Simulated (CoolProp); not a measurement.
Vapour-liquid equilibrium of hydrogen chloride (1) + propane (2) at -36.25 °C; x and y are mole fractions of (1).

Values from CoolProp's multi-fluid Helmholtz-energy mixture model, Thol 2018 and Lemmon 2009; pair parameters Bell 2016.

Question: Give the bubble pressure and the first vapour's composition at x = 0.35, 0.5, 0.95. Is there an azeotrope?

Answer: x = 0.35: 5.829 bar, y = 0.816; x = 0.5: 6.718 bar, y = 0.856; x = 0.95: 8.536 bar, y = 0.973. No azeotrope shows between x = 0.05 and 0.95.

The pair parameters rest on a limited set of measurements; away from them the model extrapolates. With so large a gap from Raoult's law the liquid may split in two, which this calculation doesn't test in full.
